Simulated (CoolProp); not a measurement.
Properties of R507A along the isobar 0.101 MPa.

Model: reference Helmholtz-energy equation of state, Lemmon 2003, in CoolProp. It is a pseudo-pure fit of the blend.

```csv
T (K),phase,density (kg/m³),Joule-Thomson coefficient (K/MPa),expansivity (1/kK),fugacity coefficient
343.1,gas,3.536,[?],3.019,0.9901
365.5,gas,3.312,8.853,2.815,0.9920
387.9,gas,3.116,[?],2.639,0.9936
410.3,gas,2.942,6.335,2.485,0.9947
432.7,gas,2.787,[?],2.349,0.9957
455.2,gas,2.648,4.756,2.228,0.9964
477.6,gas,2.522,4.178,2.119,0.9971
500,gas,2.408,3.697,2.021,0.9976
```

Task: Complete the blanks.

Result: 
- 343.1, Joule-Thomson coefficient (K/MPa): 10.73
- 387.9, Joule-Thomson coefficient (K/MPa): 7.434
- 432.7, Joule-Thomson coefficient (K/MPa): 5.463
